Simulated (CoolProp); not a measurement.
Vapour pressure (kPa) of octamethylcyclotetrasiloxane (D4): the reference equation beside estimates from Tc = 586.5 K, pc = 1347 kPa, ω = 0.598. Clausius-Clapeyron is anchored at 474.7 K with a constant enthalpy of vaporisation of 35.63 kJ/mol.

Computed with CoolProp (reference Helmholtz-energy equation of state, Thol 2015).

```csv
T (K),reference,Clausius-Clapeyron,Soave-Redlich-Kwong,Peng-Robinson
464,146.4,151.6,147.5,147.2
466.7,155.9,159.9,157.2,156.7
469.4,165.8,168.6,167.3,166.7
472.1,176.2,177.7,177.9,177.1
474.7,186.7,186.7,188.6,187.7
477.4,198.1,196.5,200.3,199.2
480.1,210.0,206.7,212.5,211.2
482.8,222.5,217.2,225.3,223.8
485.5,235.5,228.2,238.6,237.0
488.1,248.6,239.2,252.0,250.2
490.8,262.8,251.1,266.6,264.6
493.5,277.6,263.4,281.8,279.5
496.2,293.0,276.1,297.7,295.2
```

Absolute difference from the reference over all 13 rows, mean and median: Clausius-Clapeyron 2.7 and 2.6 %, Soave-Redlich-Kwong 1.2 and 1.2 %, Peng-Robinson 0.6 and 0.6 %.
